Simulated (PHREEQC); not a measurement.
Dissolve 0.0031 mol/kgw Na2SeO4 and 0.0035 mol/kgw CaCl2 at 25 °C. Closed to the air; pH follows from the charge balance.

Model: ion-association model, wateq4f.dat, run in PHREEQC.

Each row changes one thing in this solution. Precipitation was switched off in this run.

| case | pH | ionic strength (mol/kgw) |
|---|---|---|
| as made | 7.00 | 0.0198 |
| diluted 100-fold with water | 7.00 | 0.000198 |
| CaCl2 left out | 7.02 | 0.00930 |
| Na2SeO4 replaced by NaHF2 at the same molality | 3.28 | 0.0140 |
| temperature from 25 to 40 °C | 6.79 | 0.0198 |
| 0.00023 mol/kgw K2SiO3 added | 10.36 | 0.0202 |
| Na2SeO4 from 0.0031 to 0.031 mol/kgw | 7.07 | 0.103 |
| Na2SeO4 replaced by NaBr at the same molality | 6.99 | 0.0136 |
| CaCl2 from 0.0035 to 0.00035 mol/kgw | 7.01 | 0.0103 |

Some of these states are supersaturated (in Fluorite, for instance). Away from 25 °C the constants follow the database's enthalpies or fits; those with neither stay at their 25 °C values.
